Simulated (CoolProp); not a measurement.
Computed with CoolProp (reference Helmholtz-energy equation of state, Akasaka 2023).

Q: Give the vapour pressure (MPa), liquid density (kg/m³), vapour density (kg/m³), enthalpy of vaporisation (kJ/kg) of saturated R1336mzz(E) at -61.75, -33.95 °C.

A: 
```tsv
T (°C)	p (MPa)	liquid density (kg/m³)	vapour density (kg/m³)	enthalpy of vaporisation (kJ/kg)
-61.75	0.00177	1550	0.165	188
-33.95	0.0127	1480	1.06	174
```
